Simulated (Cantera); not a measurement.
A Cantera script and what it prints.

```python
import numpy as np
import cantera as ct

gas_names = """
    H H2 N NH NH2 NH3 N2 N2H2 N2H4 Si SiH SiH2 SiH3 SiH4 SiN Si2 Si2N Si3
""".split()
cond_names = """
    Si(cr) Si(L) Si3N4(a)
""".split()


def load(file, names, dense=False):
    # The tables refer to 1 bar. Condensed volumes are neglected.
    table = {s.name: s for s in ct.Species.list_from_file(file)}
    out = []
    for n in names:
        d = dict(table[n].input_data)
        d["thermo"] = dict(d["thermo"], **{"reference-pressure": 1e5})
        if dense:
            d["equation-of-state"] = {"model": "constant-volume", "density": "1e6 g/cm^3"}
        out.append(ct.Species.from_dict(d))
    return out


gas = ct.Solution(thermo="ideal-gas", species=load("nasa_gas.yaml", gas_names))
cond = {s.name: ct.Solution(thermo="fixed-stoichiometry", species=[s], name=s.name)
        for s in load("nasa_condensed.yaml", cond_names, dense=True)}
atoms = {
    'SiH4': {'Si': 1, 'H': 4},
    'NH3': {'N': 1, 'H': 3},
    'N2': {'N': 2},
}
top_T = {'Si3N4(a)': 2400}  # K; cautious upper limits of use, not melting points


def equilibrate(T, P, feed):
    n = {}
    for name, mol in feed.items():
        for a, k in atoms[name].items():
            n[a] = n.get(a, 0.0) + k * mol
    gas.TPX = T, P, n
    mass = sum(n.values()) * gas.mean_molecular_weight
    gas.equilibrate("TP")
    valid = [c for c in cond.values() if c.min_temp <= T <= top_T.get(c.name, c.max_temp)]
    mix = ct.Mixture([(gas, mass / gas.mean_molecular_weight)] + [(c, 0.0) for c in valid])
    mix.T, mix.P = T, P
    mix.equilibrate("TP", solver="vcs", rtol=1e-11, max_steps=5000)
    return mix


results = []
feed = {'SiH4': 1, 'NH3': 0.34, 'N2': 2}  # mol
P = 33  # Pa
for T in [1023, 1123, 1223, 1323, 1423, 1523, 1623, 1723, 1823, 1923, 2023, 2123]:
    mix = equilibrate(T, P, feed)
    results.append((T, P, feed, dict(zip(mix.species_names, mix.species_moles))))
    x = sorted(zip(gas.X, gas.species_names), reverse=True)
    print(f"T = {T:g} K  P = {P:g} Pa  gas = {mix.phase_moles(0):.4g} mol")
    print("   x: " + "  ".join(f"{s} {v:.3e}" for v, s in x if v > 1e-05))
    print("   condensed (mol): " + ("  ".join(f"{mix.phase(i).name} {mix.phase_moles(i):.4g}"
          for i in range(1, mix.n_phases) if mix.phase_moles(i) > 1e-12) or "none"))
```

Output:

```
T = 1023 K  P = 33 Pa  gas = 4.013 mol
   x: H2 6.254e-01  N2 3.746e-01
   condensed (mol): Si3N4(a) 0.3333
T = 1123 K  P = 33 Pa  gas = 4.013 mol
   x: H2 6.254e-01  N2 3.746e-01
   condensed (mol): Si3N4(a) 0.3333
T = 1223 K  P = 33 Pa  gas = 4.013 mol
   x: H2 6.254e-01  N2 3.746e-01  H 1.309e-05
   condensed (mol): Si3N4(a) 0.3333
T = 1323 K  P = 33 Pa  gas = 4.013 mol
   x: H2 6.254e-01  N2 3.746e-01  H 6.904e-05
   condensed (mol): Si3N4(a) 0.3333
T = 1423 K  P = 33 Pa  gas = 4.014 mol
   x: H2 6.252e-01  N2 3.745e-01  H 2.891e-04
   condensed (mol): Si3N4(a) 0.3333
T = 1523 K  P = 33 Pa  gas = 4.016 mol
   x: H2 6.246e-01  N2 3.744e-01  H 1.005e-03  Si 3.882e-05
   condensed (mol): Si3N4(a) 0.3333
T = 1623 K  P = 33 Pa  gas = 4.689 mol
   x: H2 5.339e-01  N2 4.628e-01  H 2.780e-03  Si 4.741e-04  SiH 1.263e-05
   condensed (mol): Si(cr) 0.9976
T = 1723 K  P = 33 Pa  gas = 4.712 mol
   x: H2 5.290e-01  N2 4.605e-01  H 7.302e-03  Si 2.980e-03  SiH 5.663e-05  Si2N 3.624e-05  SiN 2.064e-05  Si2 1.411e-05
   condensed (mol): Si(L) 0.985
T = 1823 K  P = 33 Pa  gas = 4.786 mol
   x: H2 5.157e-01  N2 4.533e-01  H 1.713e-02  Si 1.340e-02  SiH 1.867e-04  Si2N 1.064e-04  Si2 8.668e-05  SiN 6.784e-05  Si3 2.037e-05  SiH2 1.811e-05
   condensed (mol): Si(L) 0.9324
T = 1923 K  P = 33 Pa  gas = 5.034 mol
   x: H2 4.803e-01  N2 4.308e-01  Si 5.140e-02  H 3.594e-02  SiH 5.296e-04  Si2 4.391e-04  Si2N 2.732e-04  SiN 1.932e-04  Si3 9.786e-05  SiH2 3.233e-05
   condensed (mol): Si(L) 0.7288
T = 2023 K  P = 33 Pa  gas = 5.848 mol
   x: H2 3.956e-01  N2 3.705e-01  Si 1.638e-01  H 6.576e-02  Si2 1.703e-03  SiH 1.204e-03  Si2N 5.453e-04  SiN 4.466e-04  Si3 3.430e-04  SiH2 4.541e-05
   condensed (mol): none
T = 2123 K  P = 33 Pa  gas = 6.026 mol
   x: N2 3.599e-01  H2 3.571e-01  Si 1.629e-01  H 1.180e-01  SiH 9.137e-04  Si2 7.047e-04  SiN 3.505e-04  Si2N 1.304e-04  Si3 4.505e-05  SiH2 2.315e-05
   condensed (mol): none
```

Equilibrium computed with Cantera from the NASA thermochemical tables; the gas is ideal and each condensed phase is pure. The tables' values for SiN are old estimates; treat these amounts as uncertain. Gases not in the tables: Si2H6 and higher silanes.
